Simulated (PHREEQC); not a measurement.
0.011 g of hydrous ferric oxide (600 m²/g; 0.2 weak and 0.005 strong sites per Fe, Dzombak-Morel constants, diffuse double layer) in 1 kg of water with 0.1 mol/kgw of an inert sodium salt and 2.1e-06 mol/kgw PbCl2, 7e-06 mol/kgw Na2SO4 and 5.9e-07 mol/kgw CuCl2, at 25 °C; the pH is set by adding NaOH or the inert anion's acid. Oxygen is held at 0.21 atm. CO2 from the air is kept out. Nothing may precipitate in this run.

Base run: PHREEQC, ion-association model, wateq4f.dat. Each further column changes one thing. The table gives Cu sorbed (%).

| pH | base | no electrostatic term (-no_edl) | background salt from 0.1 to 0.01 mol/kgw | oxide from 0.011 to 0.055 g/kgw | 8.4e-05 mol/kgw NiCl2 added |
|---|---|---|---|---|---|
| 4 | 0.1 | 0.1 | 0.1 | 0.5 | 0.1 |
| 5.5 | 9.1 | 17.0 | 10.9 | 52.6 | 9.1 |
| 6.5 | 78.9 | 93.6 | 79.5 | 97.9 | 78.4 |
| 8 | 94.8 | 97.1 | 94.1 | 99.7 | 63.2 |
| 9.5 | 88.9 | 23.4 | 92.2 | 99.3 | 0.4 |
| 10.5 | 74.8 | 0.4 | 87.9 | 98.0 | 0.1 |
| 12 | 10.3 | 0.0 | 40.0 | 64.5 | 0.7 |

In at least one series the solution becomes supersaturated in solids that the run did not let form, among them Pb(OH)2. The database's constant for dissolved Cu(OH)2 is higher than later reviews accept.
